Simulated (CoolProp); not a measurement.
Model: reference Helmholtz-energy equation of state, Thol 2018, in CoolProp.

Problem. Give the vapour pressure (kPa), liquid density (kg/m³), vapour density (kg/m³), enthalpy of vaporisation (kJ/kg) of saturated hydrogen chloride at 257.5, 273.3 K.

Solution. 
```csv
T (K),p (kPa),liquid density (kg/m³),vapour density (kg/m³),enthalpy of vaporisation (kJ/kg)
257.5,1680,986,35.3,345
273.3,2600,927,56.0,311
```
